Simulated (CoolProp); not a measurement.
Vapour-liquid equilibrium of isohexane (1) + n-heptane (2) at 81.65 °C; x and y are mole fractions of (1).

Model: multi-fluid Helmholtz-energy mixture model, Lemmon 2006 and Span 2003; pair parameters Bell 2016, in CoolProp.

Task: Give the bubble pressure and the first vapour's composition at x = 0.2, 0.35, 0.95. Is there an azeotrope?

Result: x = 0.2: 0.8582 bar, y = 0.428; x = 0.35: 1.049 bar, y = 0.614; x = 0.95: 1.844 bar, y = 0.982. No azeotrope shows between x = 0.05 and 0.95.

Pair parameters are fitted to limited data, so mixtures are less certain than the pure fluids.
